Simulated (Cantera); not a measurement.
Carbon deposition, reforming and gasification: C₆H₆ + NH₃ + H₂

A closed system holds: 1 mol C₆H₆, 2.9 mol NH₃, 68 mol H₂, equilibrated at 1.10 mbar.

Equilibrium computed with Cantera from the NASA thermochemical tables; the gas is ideal and each condensed phase is pure. Candidate condensed phases: C, C₆H₆, C₇H₈, C₈H₁₈; 92 gas species. Rates play no part.

From 2048 K to 2648 K the condensed part is C(graphite). The main C-bearing gas is HCN at 2048 K and C₃ at 2648 K. The share of C in condensed phases is highest at 2048 K (94.3 %) and lowest at 2648 K (33.3 %).

| T (K) | x H₂ | x H | x N₂ | x C₂H₂ (acetylene) | x HCN | x C₃ | x C₂H | n C(graphite) |
|---|---|---|---|---|---|---|---|---|
| 2048 | 0.915 | 0.0646 | 0.0171 | 0.000959 | 0.00222 | 7.99e-8 | 1.49e-6 | 5.66 |
| 2098 | 0.892 | 0.0876 | 0.0167 | 0.00127 | 0.00260 | 2.51e-7 | 3.21e-6 | 5.57 |
| 2148 | 0.862 | 0.117 | 0.0162 | 0.00165 | 0.00299 | 7.46e-7 | 6.67e-6 | 5.47 |
| 2198 | 0.826 | 0.153 | 0.0156 | 0.00209 | 0.00340 | 2.11e-6 | 1.33e-5 | 5.34 |
| 2248 | 0.782 | 0.196 | 0.0150 | 0.00259 | 0.00380 | 5.68e-6 | 2.56e-5 | 5.20 |
| 2298 | 0.731 | 0.247 | 0.0142 | 0.00313 | 0.00417 | 1.47e-5 | 4.75e-5 | 5.03 |
| 2348 | 0.672 | 0.305 | 0.0135 | 0.00367 | 0.00450 | 3.62e-5 | 8.49e-5 | 4.85 |
| 2398 | 0.607 | 0.370 | 0.0127 | 0.00419 | 0.00476 | 8.62e-5 | 0.000146 | 4.64 |
| 2448 | 0.537 | 0.440 | 0.0119 | 0.00465 | 0.00495 | 0.000198 | 0.000244 | 4.40 |
| 2498 | 0.465 | 0.512 | 0.0110 | 0.00498 | 0.00505 | 0.000438 | 0.000393 | 4.10 |
| 2548 | 0.392 | 0.584 | 0.0103 | 0.00518 | 0.00505 | 0.000940 | 0.000611 | 3.70 |
| 2598 | 0.323 | 0.652 | 0.00951 | 0.00520 | 0.00497 | 0.00196 | 0.000920 | 3.08 |
| 2648 | 0.259 | 0.714 | 0.00882 | 0.00505 | 0.00480 | 0.00396 | 0.00134 | 2.00 |
x: gas mole fraction; n: condensed amount in mol.
